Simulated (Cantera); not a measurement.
# Aluminium and copper etching: Al + HCl

A closed system holds: 1 mol Al, a varied amount of HCl, equilibrated at 120 Pa.

Method: chemical equilibrium by Gibbs-energy minimisation in Cantera with the NASA 1993 tables (ideal gas, pure condensed phases). Candidate condensed phases: Al, AlCl3; 12 gas species. The tables' values for AlCl2 are old estimates. Kinetics and transport are ignored.

Stable condensed phases:

```
T in °C \ n(HCl) in mol
         2.4 2.8 3.3 3.8 4.5 5.2 6.1 7.2 8.4 9.8  11  13
   1150    A   A   A   A   A   A   A   A   A   A   A   A
   1075    A   A   A   A   A   A   A   A   A   A   A   A
   1000    A   A   A   A   A   A   A   A   A   A   A   A
    925    A   A   A   A   A   A   A   A   A   A   A   A
    850    A   A   A   A   A   A   A   A   A   A   A   A
    775    A   A   A   A   A   A   A   A   A   A   A   A
    700    A   A   A   A   A   A   A   A   A   A   A   A
    625    B   A   A   A   A   A   A   A   A   A   A   A
    550    B   B   A   A   A   A   A   A   A   A   A   A
    475    B   B   A   A   A   A   A   A   A   A   A   A
    400    B   B   A   A   A   A   A   A   A   A   A   A
    325    B   B   A   A   A   A   A   A   A   A   A   A
    250    B   B   A   A   A   A   A   A   A   A   A   A
```

A: gas only; B: Al.
